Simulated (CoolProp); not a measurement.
Vapour-liquid equilibrium of propane (1) + isobutene (2) at 334.3 K; x and y are mole fractions of (1).

Computed with CoolProp (multi-fluid Helmholtz-energy mixture model, Lemmon 2009 and Lemmon 2005; pair parameters Bell 2016).

| x | bubble pressure (kPa) | y at the bubble point | dew pressure at overall composition x (kPa) | liquid density (mol/L) |
|---|---|---|---|---|
| 0.05 | 883.6 | 0.119 | 835.1 | 9.620 |
| 0.125 | 995.1 | 0.257 | 888.0 | 9.632 |
| 0.2 | 1098 | 0.364 | 946.6 | 9.645 |
| 0.275 | 1195 | 0.453 | 1011 | 9.658 |
| 0.35 | 1290 | 0.530 | 1083 | 9.672 |
| 0.425 | 1382 | 0.599 | 1163 | 9.685 |
| 0.5 | 1475 | 0.662 | 1252 | 9.698 |
| 0.575 | 1570 | 0.721 | 1349 | 9.708 |
| 0.65 | 1666 | 0.776 | 1457 | 9.716 |
| 0.725 | 1766 | 0.828 | 1577 | 9.718 |
| 0.8 | 1869 | 0.878 | 1711 | 9.714 |
| 0.875 | 1977 | 0.926 | 1862 | 9.700 |
| 0.95 | 2090 | 0.971 | 2036 | 9.674 |

No azeotrope shows between x = 0.05 and 0.95.

The pair parameters rest on a limited set of measurements; away from them the model extrapolates. The gap from Raoult's law changes sign with composition, which may be real or a fault of the pair parameters; it wasn't checked against measurements.
